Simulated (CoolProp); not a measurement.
Oxygen at 298.15 K and 5.24 MPa flows at 1.9 m/s in a round tube of 20 mm bore and 45 µm roughness, fully developed (64/Re and Nu = 3.66 if laminar; Colebrook and Gnielinski if turbulent). Each further row changes one setting.

Model: reference Helmholtz-energy equation of state, Schmidt 1985, in CoolProp.

```tsv
case	Reynolds number	Darcy friction factor	pressure drop (Pa/m)	heat-transfer coefficient (W/(m² K))	mass flow (kg/h)
as stated	122000	0.0255	[?]	478	150
velocity 3.8 m/s	244000	0.0249	625	[?]	300
diameter 40 mm	244000	[?]	[?]	[?]	[?]
```

Task: Some entries are withheld; supply them.

Result: 
- as stated, pressure drop (Pa/m): 160
- velocity 3.8 m/s, heat-transfer coefficient (W/(m² K)): 935
- diameter 40 mm, Darcy friction factor: 0.0213
- diameter 40 mm, pressure drop (Pa/m): 67.0
- diameter 40 mm, heat-transfer coefficient (W/(m² K)): 397
- diameter 40 mm, mass flow (kg/h): 599

Viscosity comes from a separate model (Lemmon 2004). Thermal conductivity comes from a separate model (Lemmon 2004).
